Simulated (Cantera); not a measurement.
A closed system holds: 1 mol borazine, 0.32 mol H₂O, 66 mol H₂, at 23.0 mbar.

Method: chemical equilibrium by Gibbs-energy minimisation in Cantera with the NASA 1993 tables (ideal gas, pure condensed phases). Candidate condensed phases: B, BN, B₂O₃, B₃O₃H₃, H₂O; 39 gas species. The feed counts by its element totals alone. Mutual solubility and eutectic melting of coexisting phases are not modelled. The tables' values for BH₂ are old estimates; treat these amounts as uncertain. Rates play no part.

log p: log10 of the partial pressure in bar; n: condensed amount in mol.

```
T (°C)  log p H₂  log p H  log p N₂  log p HBO  log p HBO₂  n BN(s)  n B(s)
------  --------  -------  --------  ---------  ----------  -------  ------
1177       -1.64    -5.84     -4.43      -4.36       -4.64     2.77       0
1227       -1.64    -5.57     -4.37      -4.21       -4.82     2.74       0
1277       -1.64    -5.32     -4.33      -4.11       -5.05     2.72       0
1327       -1.64        …     -4.30      -4.05           …     2.70       0
1377       -1.64    -4.86     -4.29      -4.02       -5.69     2.69       0
1427       -1.64        …     -4.28      -4.01           …     2.68       0
1477       -1.64    -4.45     -4.28      -4.01       -6.39     2.68       0
1527       -1.64    -4.27     -4.28      -4.01       -6.73     2.68       0
1577       -1.64    -4.09     -4.27      -4.02       -7.06     2.67       0
1627       -1.64    -3.92     -4.26      -4.02       -7.37     2.67       0
1677       -1.64    -3.76     -4.25      -4.04       -7.68     2.66       0
1727       -1.65    -3.61     -3.93      -4.05       -7.82     2.28   0.365
1777       -1.65    -3.47     -3.61      -4.07       -7.96     1.50    1.14
```

Question: What belongs in the gaps?

Answer: 
- 1327, log p H: -5.09
- 1327, log p HBO₂: -5.35
- 1427, log p H: -4.65
- 1427, log p HBO₂: -6.04
